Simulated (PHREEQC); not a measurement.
PHREEQC input (ion-association model, wateq4f.dat):

```
SOLUTION 1
  temp 20
  units mol/kgw
  pH 7 charge
  Cl 0.066
  Li 0.066
END
SELECTED_OUTPUT 1
  -reset false
  -pH true
  -pe true
  -ionic_strength true
  -water true
  -totals Ag C Cl Li C(-4) C(4)
  -molalities H+ Ag+ CO3-2 Cl- Li+ CO2 HCO3- O2 OH- AgCl
    AgCl2- AgCl3-2 AgCl4-3 AgOH Ag(OH)2-
  -equilibrium_phases Ag2CO3 Cerargyrite Ag2O
PRINT
  -reset false
USE solution 1
EQUILIBRIUM_PHASES 1
  Ag2CO3 0 0.1
  Cerargyrite 0 0
  Ag2O 0 0
  O2(g) -0.68 10
  CO2(g) -5 10
END
# ... the last block is repeated for the other 10 points of log pCO2 (atm)
```

Selected output (columns that matter, 11 of 11 rows; log pCO2 (atm) added in front):

```
log pCO2 (atm)	pH	mu	Ag	C	Cl	Li	m_H+	m_Ag+	m_CO3-2	m_Cl-	m_Li+	m_CO2	Ag2CO3	Cerargyrite
-5	10.61	0.094702	3.1626e-05	0.037003	6.3845e-06	0.066005	2.9641e-11	3.0403e-05	0.028667	6.1612e-06	0.066005	3.8341e-07	0.066987	0.065994
-4.5	10.339	0.091905	3.2568e-05	0.039978	6.0856e-06	0.066009	5.516e-11	3.1795e-05	0.025865	5.8621e-06	0.066009	1.2132e-06	0.066987	0.065994
-4	10.052	0.087541	3.5036e-05	0.044455	5.5819e-06	0.066014	1.0657e-10	3.4507e-05	0.021493	5.3582e-06	0.066014	3.8404e-06	0.066985	0.065994
-3.5	9.7365	0.081612	4.0341e-05	0.050469	4.7994e-06	0.066021	2.1973e-10	3.9946e-05	0.015551	4.5755e-06	0.066021	1.2161e-05	0.066982	0.065995
-3	9.3758	0.0752	5.1562e-05	0.056974	3.7439e-06	0.066028	5.0215e-10	5.1242e-05	0.0091198	3.5197e-06	0.066028	3.8513e-05	0.066976	0.065996
-2.5	8.9601	0.070277	7.4975e-05	0.062053	2.6127e-06	0.066034	1.3037e-09	7.4697e-05	0.0041681	2.3883e-06	0.066034	0.00012193	0.066964	0.065997
-2	8.4992	0.06772	0.00012134	0.064979	1.6892e-06	0.066037	3.761e-09	0.00012108	0.0015613	1.4647e-06	0.066037	0.0003858	0.06694	0.065998
-1.5	8.0142	0.066774	0.000208	0.066938	1.0762e-06	0.066039	1.148e-08	0.00020776	0.0005271	8.517e-07	0.066039	0.0012203	0.066897	0.065999
-1	7.5201	0.066575	0.00036466	0.070091	7.0982e-07	0.066039	3.581e-08	0.00036443	0.0001711	4.8533e-07	0.066039	0.003859	0.066818	0.065999
-0.5	7.0235	0.066738	0.00064348	0.07883	4.9955e-07	0.06604	1.1239e-07	0.00064325	5.4976e-05	2.7507e-07	0.06604	0.012203	0.066679	0.066
0	6.5271	0.067193	0.0011353	0.10574	3.805e-07	0.06604	3.5251e-07	0.0011351	1.7708e-05	1.5605e-07	0.06604	0.038584	0.066433	0.066
```

Complexes and solids missing from the database can't appear.
